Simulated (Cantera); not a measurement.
Charge: 1 mol CH2F2, 0.036 mol F2, 0.051 mol H2, held at 1575 K and 0.00133 bar.

Method: chemical equilibrium by Gibbs-energy minimisation in Cantera with the NASA 1993 tables (ideal gas, pure condensed phases). Candidate condensed phases: C, C6H6, C7H8, C8H18; 95 gas species. The numbers say what is thermodynamically allowed, not how fast it happens.

Base state: HF 0.993, H2 0.00714, H 9.62e-5 (mole fractions); condensed: C(graphite).

What changes in the equilibrium state with this change: temperature from 1575 K to 2600 K?


```json
[
 {"species": "HF", "before": "0.993", "after": "0.889"},
 {"species": "H", "before": "9.62e-5", "after": "0.0566"},
 {"species": "F", "before": "6.15e-7", "after": "0.0466"},
 {"species": "CF", "before": "<1e-9", "after": "0.00204"},
 {"species": "C3", "before": "<1e-9", "after": "0.00166"},
 {"species": "C", "before": "<1e-9", "after": "0.000468"},
 {"species": "C2", "before": "<1e-9", "after": "0.000156"},
 {"species": "CF2", "before": "1.43e-9", "after": "0.000168"},
 {"species": "C(graphite), mol", "before": "1.000", "after": "0.982"}
]
```
